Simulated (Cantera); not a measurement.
Feed: 1 mol CH₃Cl, 0.041 mol Si, at 2025 K and 76.0 Pa.

These are equilibrium values from Cantera (NASA tables, ideal gas, pure condensed phases), not measurements of a reactor. Candidate condensed phases: C, C₆H₆, C₇H₈, C₈H₁₈, Si, SiC; 109 gas species. The tables' values for SiCl, SiCl₃ are old estimates; treat these amounts as uncertain. Kinetics and transport are ignored.

Base state: H₂ 0.487, HCl 0.413, H 0.0487, Cl 0.0307, SiCl₂ 0.0171, Si 0.00161, SiCl 0.000694, C₂H₂ (acetylene) 0.000441 (mole fractions); condensed: C(graphite).

Task: What changes in the equilibrium state with this change: pressure from 76.0 Pa to 13300 Pa?

Result: 
| species | before | after |
|---|---|---|
| H₂ | 0.487 | 0.518 |
| HCl | 0.413 | 0.454 |
| SiCl₂ | 0.0171 | 0.0194 |
| H | 0.0487 | 0.00380 |
| Cl | 0.0307 | 0.00247 |
| SiCl₄ | 2.24e-7 | 5.05e-5 |
| SiHCl₃ | 1.08e-7 | 2.36e-5 |
| CH₄ | 7.17e-8 | 1.42e-5 |
| Si₂C | 1.72e-5 | 9.66e-8 |
| Si | 0.00161 | 9.13e-6 |
| C(graphite), mol | 0.998 | 0.998 |
The tables' values for SiCl₃, SiCl are old estimates; treat these amounts as uncertain.
